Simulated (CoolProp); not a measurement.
Values from CoolProp's reference Helmholtz-energy equation of state, Lemmon 2016.

Q: For R227EA, give the phase and the cv (kJ/(kg K)), Joule-Thomson coefficient (K/MPa), conductivity (mW/(m K)) at 160.05 °C and 0.151 bar; -97.05 °C and 1.41 bar.

A: 
- 160.05 °C and 0.151 bar: gas; cv 0.939, Joule-Thomson coefficient 5.58, conductivity 23.7
- -97.05 °C and 1.41 bar: liquid; cv 0.681, Joule-Thomson coefficient -0.420, conductivity 87.8

Thermal conductivity comes from a separate model (Huber 2003), an estimate that may be off by 10 % or more.
